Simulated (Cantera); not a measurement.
Feed: 1 mol Fe₂O₃, 1.2 mol HCl, 11 mol H₂, at 1723 K and 0.0638 Torr.

Method: chemical equilibrium by Gibbs-energy minimisation in Cantera with the NASA 1993 tables (ideal gas, pure condensed phases). Candidate condensed phases: Fe, FeCl₂, FeCl₃, FeO, Fe(OH)₂, Fe(OH)₃, Fe₂O₃, Fe₃O₄, H₂O; 22 gas species. The numbers say what is thermodynamically allowed, not how fast it happens.

Base state: H₂ 0.582, H₂O 0.217, Fe 0.107, HCl 0.0685, H 0.0151, FeCl₂ 0.00848, Cl 0.00138, FeO 0.000367 (mole fractions); condensed: Fe(δ).

Question: What changes in the equilibrium state with this change: temperature from 1723 K to 1673.15 K?

Answer: 
```json
[
 {"species": "H₂", "before": "0.582", "after": "0.626"},
 {"species": "H₂O", "before": "0.217", "after": "0.233"},
 {"species": "HCl", "before": "0.0685", "after": "0.0747"},
 {"species": "Fe", "before": "0.107", "after": "0.0473"},
 {"species": "H", "before": "0.0151", "after": "0.00978"},
 {"species": "FeO", "before": "0.000367", "after": "0.000137"},
 {"species": "FeCl", "before": "6.44e-5", "after": "3.46e-5"},
 {"species": "OH", "before": "0.000308", "after": "0.000175"},
 {"species": "Cl", "before": "0.00138", "after": "0.000912"},
 {"species": "Fe(OH)₂", "before": "1.59e-5", "after": "1.22e-5"},
 {"species": "Fe(δ), mol", "before": "0.395", "after": "1.27"}
]
```

Question: What changes in the equilibrium state with this change: H₂ from 11 to 0.44 mol?

Answer: 
```json
[
 {"species": "H₂O", "before": "0.217", "after": "0.396"},
 {"species": "HCl", "before": "0.0685", "after": "0.321"},
 {"species": "FeCl₂", "before": "0.00848", "after": "0.127"},
 {"species": "H₂", "before": "0.582", "after": "0.00425"},
 {"species": "O₂", "before": "1.06e-6", "after": "0.0661"},
 {"species": "Fe", "before": "0.107", "after": "0.000537"},
 {"species": "Cl", "before": "0.00138", "after": "0.0754"},
 {"species": "H", "before": "0.0151", "after": "0.00129"},
 {"species": "Cl₂", "before": "3.44e-9", "after": "1.03e-5"},
 {"species": "O", "before": "6.34e-6", "after": "0.00158"},
 {"species": "OH", "before": "0.000308", "after": "0.00658"},
 {"species": "FeCl", "before": "6.44e-5", "after": "1.76e-5"},
 {"species": "Fe(OH)₂", "before": "1.59e-5", "after": "3.62e-5"},
 {"species": "Fe(δ), mol", "before": "0.395", "after": "0"},
 {"species": "FeO(l), mol", "before": "0", "after": "1.02"},
 {"species": "Fe₃O₄(s), mol", "before": "0", "after": "0.248"}
]
```
Mutual solubility and eutectic melting of coexisting phases are not modelled. The tables' stoichiometric FeO is somewhat more stable than real wüstite, so its field is too wide. FeO: taken at fixed stoichiometry.
